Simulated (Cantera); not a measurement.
An isothermal, constant-pressure homogeneous reactor starts with CH4 : H2O : N2 = 1 : 0.4 : 0.028 (molar parts), at 1523 K and 3.26 atm.

Detailed kinetics in Cantera: GRI-Mech 3.0 (53 species, 325 reactions). GRI-Mech 3.0 stops at C3 and has no aromatics, soot or wall deposition, so with more carbon than oxygen in the feed, carbon stays in small species such as C2H2 where larger ones or solid carbon would form.

x: mole fraction; the columns are a selection and need not sum to one.

```tsv
t (s)	x CH4	x H2O	x CO	x HCO	x C2H2	x CH2
0.000400	0.698	0.280	9.87e-8	1.44e-11	2.00e-6	…
0.000862	0.696	0.280	6.88e-7	4.69e-11	1.75e-5	…
0.00186	0.689	0.279	4.61e-6	1.37e-10	0.000166	…
0.00400	0.673	0.278	2.36e-5	2.49e-10	0.00138	…
0.00862	0.638	0.272	7.79e-5	2.45e-10	0.00762	3.86e-9
0.0186	0.574	0.262	0.000213	1.91e-10	0.0251	3.48e-9
0.0400	0.480	0.246	0.000590	1.49e-10	0.0524	3.29e-9
0.0862	0.365	0.226	0.00160	1.42e-10	0.0806	3.25e-9
0.186	0.260	0.207	0.00415	2.23e-10	0.102	3.39e-9
0.400	0.212	0.191	0.0103	4.94e-10	0.108	3.40e-9
0.862	0.208	0.172	0.0226	1.01e-9	0.100	…
1.86	0.209	0.144	0.0432	1.90e-9	0.0866	…
4.00	0.206	0.106	0.0726	3.24e-9	0.0694	…
```

Task: Complete the blanks.

Result: 
- 0.000400, x CH2: 1.68e-9
- 0.000862, x CH2: 2.45e-9
- 0.00186, x CH2: 3.53e-9
- 0.00400, x CH2: 4.17e-9
- 0.862, x CH2: 3.02e-9
- 1.86, x CH2: 2.46e-9
- 4.00, x CH2: 1.86e-9
